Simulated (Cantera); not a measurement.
Charge: 1 mol MgF2, 3.7 mol H2, 220 mol N2, at 0.100 bar.

These are equilibrium values from Cantera (NASA tables, ideal gas, pure condensed phases), not measurements of a reactor. Candidate condensed phases: Mg, MgF2; 28 gas species. The numbers say what is thermodynamically allowed, not how fast it happens. All values below are at 1700 °C.

Base state: N2 0.976, H2 0.0132, HF 0.00600, Mg 0.00273, MgF2 0.00117, MgF 0.000526, H 0.000490 (mole fractions); condensed: gas only.

What changes in the equilibrium state with this change: pressure from 0.100 bar to 0.320 bar?


| species | before | after |
|---|---|---|
| N2 | 0.976 | 0.977 |
| H2 | 0.0132 | 0.0139 |
| HF | 0.00600 | 0.00479 |
| Mg | 0.00273 | 0.00211 |
| H | 0.000490 | 0.000281 |
| MgF2 | 0.00117 | 0.00176 |
| MgF | 0.000526 | 0.000566 |

What changes in the equilibrium state with this change: MgF2 replaced by FeCl3?


```csv
species,before,after
N2,0.976,0.975
H2,0.0132,0.0125
HCl,0,0.00723
HF,0.00600,0
FeCl2,0,0.00292
Mg,0.00273,0
Fe,0,0.00150
MgF2,0.00117,0
MgF,0.000526,0
Cl,0,0.000206
```
Further candidate phases: Fe, FeCl2, FeCl3, NH4Cl.
